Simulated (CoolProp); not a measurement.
Vapour-liquid equilibrium of toluene (1) + p-xylene (2) at 44.25 °C; x and y are mole fractions of (1).

The numbers come from the multi-fluid Helmholtz-energy mixture model, Lemmon 2006 and Zhou 2012; pair parameters Bell 2016 in CoolProp.

```csv
x,bubble pressure (MPa),y at the bubble point,dew pressure at overall composition x (MPa),liquid density (mol/L)
0.05,0.003607,0.134,0.003401,7.967
0.125,0.004090,0.296,0.003585,8.051
0.2,0.004574,0.424,0.003790,8.137
0.275,0.005059,0.528,0.004020,8.224
0.35,0.005541,0.613,0.004280,8.313
0.425,0.006019,[?],0.004577,8.404
0.5,[?],[?],0.004917,8.496
0.575,0.006963,0.797,0.005313,[?]
0.65,0.007429,0.843,0.005777,8.686
0.725,0.007890,0.883,0.006328,8.784
0.8,0.008348,0.919,0.006990,8.884
0.875,0.008804,0.951,0.007796,8.986
0.95,0.009260,0.981,0.008784,9.091
```

### Question
What belongs in the gaps?

### Answer

- 0.425, y at the bubble point: 0.685
- 0.5, bubble pressure (MPa): 0.006494
- 0.5, y at the bubble point: 0.745
- 0.575, liquid density (mol/L): 8.590

No azeotrope shows between x = 0.05 and 0.95.

The pair parameters rest on a limited set of measurements; away from them the model extrapolates.
